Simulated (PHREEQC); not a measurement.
A solution holds 190 mmol/kgw H2SO4, 0.092 mmol/kgw Fe(NO3)3 and 1.8 mmol/kgw CuSO4, at 20 °C. Closed to the air; pH follows from the charge balance.

All values are PHREEQC results (ion-association model, phreeqc.dat), not measurements.

```yaml
pH: 0.76
ionic_strength: 0.251 mol/kgw
activity_of_water: 0.993
specific_conductance: 60500 µS/cm
density: 1.010 g/cm³
total_alkalinity: -380 meq/kg
```

| species | molality | activity | log γ |
|---|---|---|---|
| H+ | 0.218 | 0.172 | -0.102 |
| HSO4- | 0.162 | 0.120 | -0.131 |
| SO4-2 | 0.0293 | 0.00795 | -0.567 |
| Cu+2 | 0.00124 | 0.000381 | -0.511 |
| CuSO4 | 0.000564 | 0.000598 | 0.025 |
| NO3- | 0.000276 | 0.000187 | -0.170 |
| FeHSO4+2 | 4.36e-5 | 1.31e-5 | -0.523 |
| FeSO4+ | 3.88e-5 | 2.82e-5 | -0.139 |
| Fe(SO4)2- | 6.49e-6 | 4.81e-6 | -0.131 |
| Fe+3 | 3.01e-6 | 3.62e-7 | -0.921 |
| FeOH+2 | 3.60e-8 | 9.97e-9 | -0.557 |

No solid was allowed to form.
